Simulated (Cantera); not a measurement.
Feed: 1 mol HMDSO, 1.1 mol NO, 3.6 mol H2, held at 0.0200 bar.

Method: chemical equilibrium by Gibbs-energy minimisation in Cantera with the NASA 1993 tables (ideal gas, pure condensed phases). Candidate condensed phases: C, C6H6, C7H8, C8H18, H2O, Si, SiC, SiO2, Si2N2O, Si3N4; 151 gas species. The feed counts by its element totals alone. Mutual solubility and eutectic melting of coexisting phases are not modelled. The tables hold silica as quartz up to 1696 K and as liquid above; real silica turns to tridymite and cristobalite and melts near 1996 K. Gases not in the tables: Si2H6 and higher silanes. Kinetics and transport are ignored.

Which condensed phases are stable at each of these points (T (K)): 823, 923, 1023, 1123, 1223, 1323, 1423, 1523, 1623, 1723, 1823, 1923, 2023, 2123?


```
T (K)                                   condensed phases  Si condensed (%)
-----  -------------------------------------------------  ----------------
823    C(graphite) + SiC(s) + SiO2(α-quartz) + Si2N2O(s)             100.0
923    C(graphite) + SiC(s) + SiO2(β-quartz) + Si2N2O(s)             100.0
1023   C(graphite) + SiC(s) + SiO2(β-quartz) + Si2N2O(s)             100.0
1123   C(graphite) + SiC(s) + SiO2(β-quartz) + Si2N2O(s)             100.0
1223   C(graphite) + SiC(s) + SiO2(β-quartz) + Si2N2O(s)             100.0
1323   C(graphite) + SiC(s) + SiO2(β-quartz) + Si2N2O(s)             100.0
1423                    C(graphite) + SiC(s) + Si2N2O(s)              99.9
1523                                C(graphite) + SiC(s)              99.8
1623                                C(graphite) + SiC(s)              99.7
1723                                C(graphite) + SiC(s)              99.5
1823                                C(graphite) + SiC(s)              99.4
1923                                C(graphite) + SiC(s)              99.2
2023                                C(graphite) + SiC(s)              98.8
2123                                C(graphite) + SiC(s)              98.0
```

At 823 K the condensed part is C(graphite) + SiC(s) + SiO2(α-quartz) + Si2N2O(s). From 923 K to 1323 K the condensed part is C(graphite) + SiC(s) + SiO2(β-quartz) + Si2N2O(s). At 1423 K the condensed part is C(graphite) + SiC(s) + Si2N2O(s). From 1523 K to 2123 K the condensed part is C(graphite) + SiC(s).
